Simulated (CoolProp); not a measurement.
Vapour pressure (MPa) of benzene: the reference equation beside estimates from Tc = 562.0 K, pc = 4.906 MPa, ω = 0.211.

Model: reference Helmholtz-energy equation of state, Thol 2012, in CoolProp.

```tsv
T (K)	reference	van der Waals	Soave-Redlich-Kwong
361.2	0.1287	0.6267	0.1283
365	0.1437	0.6634	0.1432
368.9	0.1603	0.7025	0.1599
372.7	0.1780	0.7420	0.1775
376.5	0.1971	0.7830	0.1966
380.4	0.2183	0.8266	0.2179
384.2	0.2406	0.8706	0.2402
388	0.2646	0.9160	0.2643
391.8	0.2904	0.9631	0.2902
395.7	0.3188	1.013	0.3188
399.5	0.3485	1.063	0.3486
```

Absolute difference from the reference over all 11 rows, mean and median: van der Waals 285.6 and 278.7 %, Soave-Redlich-Kwong 0.2 and 0.2 %.
